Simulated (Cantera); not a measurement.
A perfectly stirred reactor is fed with CH4 : C2H6 : O2 : N2 = 1 : 0.51 : 2.1 : 7.91 (molar parts), equivalence ratio 1.8, at 4.60 bar; it is adiabatic with a 348 K inlet, and is followed from long to short residence time, starting on the burning branch (τ in s: 0.057, 0.025, 0.011, 0.0049, 0.0022, 0.00097, 0.00043, 0.00019, 8.3e-05, 3.7e-05, 1.6e-05).

Detailed kinetics in Cantera: GRI-Mech 3.0 (53 species, 325 reactions).

Q: What does this change do: pressure from 4.60 bar to 10.0 bar?

A: 
```
quantity                                                                        before                                 after
------------------------------------------------  ------------------------------------  ------------------------------------
blow-out, bracketed by the residence times tried  burning at 0.970 ms, out at 0.430 ms  burning at 0.430 ms, out at 0.190 ms
x(CH4) at τ = 57.0 ms                                                           0.0100                                0.0103
x(C2H6) at τ = 57.0 ms                                                         1.67e-5                               1.37e-5
x(O2) at τ = 57.0 ms                                                          0.000637                              0.000413
x(C2H4) at τ = 57.0 ms                                                        0.000165                              0.000214
x(OH) at τ = 57.0 ms                                                           9.46e-6                               5.88e-6
x(CH4) at τ = 0.970 ms                                                          0.0200                                0.0202
x(C2H6) at τ = 0.970 ms                                                       0.000779                              0.000452
x(O2) at τ = 0.970 ms                                                           0.0166                                0.0104
x(C2H4) at τ = 0.970 ms                                                        0.00294                               0.00197
x(OH) at τ = 0.970 ms                                                          2.33e-5                               1.75e-5
```

Q: What does this change do: pressure from 4.60 bar to 0.340 bar?

A: 
```
quantity                                                                        before                               after
------------------------------------------------  ------------------------------------  ----------------------------------
blow-out, bracketed by the residence times tried  burning at 0.970 ms, out at 0.430 ms  burning at 4.90 ms, out at 2.20 ms
x(CH4) at τ = 57.0 ms                                                           0.0100                             0.00481
x(C2H6) at τ = 57.0 ms                                                         1.67e-5                             2.44e-5
x(O2) at τ = 57.0 ms                                                          0.000637                             0.00119
x(C2H4) at τ = 57.0 ms                                                        0.000165                            0.000148
x(OH) at τ = 57.0 ms                                                           9.46e-6                             6.20e-5
x(CH4) at τ = 0.970 ms                                                          0.0200                              0.0868
x(C2H6) at τ = 0.970 ms                                                       0.000779                              0.0443
x(O2) at τ = 0.970 ms                                                           0.0166                               0.182
x(C2H4) at τ = 0.970 ms                                                        0.00294                              <1e-12
x(OH) at τ = 0.970 ms                                                          2.33e-5                              <1e-12
```
